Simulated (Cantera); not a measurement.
An isothermal, constant-pressure homogeneous reactor starts with 1.08 % CH₄, 0.296 % O₂, 98.6 % N₂, equivalence ratio 7.3, at 1550 K and 1.00 bar.

Cantera simulation using GRI-Mech 3.0 (53 species, 325 reactions); the numbers are that mechanism's predictions, not measurements. GRI-Mech 3.0 stops at C3 and has no aromatics, soot or wall deposition, so with more carbon than oxygen in the feed, carbon stays in small species such as C2H2 where larger ones or solid carbon would form.

x: mole fraction; the columns are a selection and need not sum to one.

```tsv
t (s)	x CH₄	x O₂	x H₂O₂	x CO	x CH₂
0.000300	0.0108	0.00296	1.40e-10	1.20e-9	4.58e-11
0.000662	0.0108	0.00296	1.37e-10	?	1.81e-10
0.00146	0.0108	0.00296	1.08e-10	1.40e-7	6.78e-10
0.00322	0.0108	0.00295	1.13e-10	1.73e-6	2.22e-9
0.00711	0.0105	0.00290	1.75e-10	1.94e-5	7.16e-9
0.0157	0.00962	0.00269	2.70e-10	0.000156	2.42e-8
0.0346	0.00664	0.00161	2.75e-10	0.000917	7.65e-8
0.0764	0.00403	0.000283	5.53e-11	0.00193	3.55e-8
0.169	?	?	6.28e-12	0.00213	?
0.372	0.00259	7.36e-7	<1e-12	0.00216	3.76e-9
0.821	0.00184	1.36e-10	<1e-12	0.00218	2.69e-9
1.81	0.00114	<1e-12	<1e-12	0.00226	1.79e-9
4.00	0.000681	<1e-12	<1e-12	0.00247	1.17e-9
```

Question: Some entries are withheld; supply them.

Answer: 
- 0.000662, x CO: 1.18e-8
- 0.169, x CH₄: 0.00323
- 0.169, x O₂: 3.13e-5
- 0.169, x CH₂: 7.54e-9
